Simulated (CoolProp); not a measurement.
Vapour-liquid equilibrium of cyclopropane (1) + R134a (2) at 323.2 K; x and y are mole fractions of (1).

Values from CoolProp's multi-fluid Helmholtz-energy mixture model, Polt 1992 and Tillner-Roth 1994; pair parameters Bell 2016. This equation is an older, rougher fit; its heat capacities, sound speeds and derivatives of the liquid may be far off and weren't checked against measurements.

```
x     bubble pressure (MPa)  y at the bubble point  dew pressure at overall composition x (MPa)  liquid density (mol/L)
----  ---------------------  ---------------------  -------------------------------------------  ----------------------
0.05                  1.410                  0.092                                        1.368                   10.83
0.2                   1.608                  0.287                                        1.520                   10.94
0.35                  1.716                  0.415                                        1.666                   11.15
0.5                   1.756                  0.513                                        1.754                   11.49
0.65                  1.740                  0.603                                        1.712                   11.98
0.8                   1.658                  0.713                                        1.567                   12.64
0.95                  1.459                  0.897                                        1.402                   13.43
```

y crosses x between x = 0.5 and 0.65: the model has an azeotrope there.

The pair parameters rest on a limited set of measurements; away from them the model extrapolates.
